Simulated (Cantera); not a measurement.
Charge: 1 mol B₂O₃, 23 mol H₂, held at 0.000900 bar.

Method: chemical equilibrium by Gibbs-energy minimisation in Cantera with the NASA 1993 tables (ideal gas, pure condensed phases). Candidate condensed phases: B, B₂O₃, B₃O₃H₃, H₂O; 23 gas species. Rates play no part.

What share of the B ends up in condensed phases as a function of T (°C), at 575, 725, 875, 1025, 1175, 1325, 1475, 1625?


```
T (°C)  B condensed (%)       as
------  ---------------  -------
575               100.0  B₂O₃(l)
725               100.0  B₂O₃(l)
875                99.8  B₂O₃(l)
1025               96.9  B₂O₃(l)
1175               56.5  B₂O₃(l)
1325                0.0        -
1475                0.0        -
1625                0.0        -
```
